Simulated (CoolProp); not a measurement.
Vapour-liquid equilibrium of n-hexane (1) + benzene (2) at 532 kPa; x and y are mole fractions of (1).

Model: multi-fluid Helmholtz-energy mixture model, Thol 2019 and Thol 2012; pair parameters Bell 2016, in CoolProp.

| x | bubble temperature (K) | y at the bubble point | dew temperature at overall composition x (K) | liquid density (mol/L) |
|---|---|---|---|---|
| 0.05 | 416.8 | 0.082 | 417.6 | 9.208 |
| 0.125 | 414.4 | 0.187 | 415.8 | 8.912 |
| 0.2 | 412.5 | 0.275 | 414.1 | 8.627 |
| 0.275 | 411.0 | 0.353 | 412.5 | 8.355 |
| 0.35 | 409.8 | 0.423 | 411.1 | 8.095 |
| 0.425 | 408.8 | 0.489 | 409.8 | 7.847 |
| 0.5 | 408.0 | 0.552 | 408.6 | 7.611 |
| 0.575 | 407.3 | 0.615 | 407.7 | 7.387 |
| 0.65 | 406.8 | 0.678 | 407.0 | 7.173 |
| 0.725 | 406.4 | 0.742 | 406.5 | 6.969 |
| 0.8 | 406.2 | 0.808 | 406.2 | 6.775 |
| 0.875 | 406.0 | 0.877 | 406.0 | 6.590 |
| 0.95 | 406.0 | 0.949 | 406.0 | 6.413 |

y crosses x between x = 0.875 and 0.95: the model has an azeotrope there.

The pair parameters rest on a limited set of measurements; away from them the model extrapolates.
